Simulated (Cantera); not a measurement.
A closed system holds: 1 mol CH₃Cl, 0.07 mol F₂, 0.37 mol HCl, held at 1300 °C and 0.00133 bar.

Equilibrium computed with Cantera from the NASA thermochemical tables; the gas is ideal and each condensed phase is pure. Rates play no part.

| species | before | after |
|---|---|---|
| HCl | 0.560 | 0.525 |
| H₂ | 0.381 | 0.373 |
| HF | 0.0573 | 0.0560 |
| Cl | 0.000805 | 0.0238 |
| H | 0.000688 | 0.0226 |
| C₂H₂ (acetylene) | 7.88e-6 | 0.000239 |
| C(graphite), mol | 1.000 | 0.999 |
Gas species are given as mole fractions.

Task: What was changed between the two runs?
A) F₂ from 0.07 to 0.017 mol
B) CH₃Cl replaced by CH₃F
C) temperature from 1300 °C to 1700 °C
D) temperature from 1300 °C to 1900 °C

Result: C, temperature from 1300 °C to 1700 °C
